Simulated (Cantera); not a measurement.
**Ignition delay**

Mixture: 18.3 % CH₃OH, 17.2 % O₂, 64.5 % N₂, equivalence ratio 1.6, at 4.93 atm, adiabatic and at constant volume. Ignition delay is the time to a rise of 400 K.

Model: GRI-Mech 3.0 (53 species, 325 reactions), integrated in Cantera. GRI-Mech 3.0 was tuned for natural gas; its chemistry of methanol as a main component is partial and can be far from experiment.

```tsv
T0 (K)	delay (ms)
1200	2.18
1250	0.973
1300	0.464
1350	0.235
1400	0.126
1450	0.0713
```

The apparent activation energy between 1350 and 1450 K comes out as 190 kJ/mol.
